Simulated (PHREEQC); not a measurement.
A solution holds 140 mmol/kgw NaHF2 and 0.23 mmol/kgw Cd(NO3)2, at 25 °C. Closed to the air; pH follows from the charge balance.

Equilibrium calculation in PHREEQC: ion-association model, phreeqc.dat.

Each row changes one thing in this solution. This is a speciation only: nothing precipitates in the calculation.

| case | pH | ionic strength (mol/kgw) | Na+ (mol/kgw) | HF (mol/kgw) | F- (mol/kgw) | HF2- (mol/kgw) |
|---|---|---|---|---|---|---|
| as made | 3.02 | 0.138 | 0.136 | 0.101 | 0.0988 | 0.0380 |
| NaHF2 from 0.14 to 0.21 mol/kgw | ? | 0.204 | 0.202 | 0.139 | 0.133 | 0.0702 |
| temperature from 25 to 5 °C | ? | 0.138 | 0.136 | 0.105 | 0.103 | 0.0336 |
| Cd(NO3)2 left out | 3.02 | 0.137 | 0.136 | 0.101 | 0.0989 | 0.0381 |
| Cd(NO3)2 replaced by CdSO4 at the same molality | 3.02 | 0.138 | 0.136 | 0.101 | 0.0988 | 0.0380 |
| Cd(NO3)2 replaced by CdBr2 at the same molality | 3.02 | 0.138 | 0.136 | 0.101 | 0.0988 | 0.0380 |
| temperature from 25 to 20 °C | 2.98 | 0.138 | 0.136 | 0.102 | 0.0998 | 0.0371 |
| Cd(NO3)2 from 0.00023 to 2.3e-05 mol/kgw | 3.02 | 0.137 | 0.136 | 0.101 | 0.0989 | 0.0381 |

### Question
Complete the blanks.

### Answer

- NaHF2 from 0.14 to 0.21 mol/kgw, pH: 2.99
- temperature from 25 to 5 °C, pH: 2.88

Complexes and solids missing from the database can't appear. At this temperature some constants are extrapolated from 25 °C, and those without enthalpy data are left unchanged.
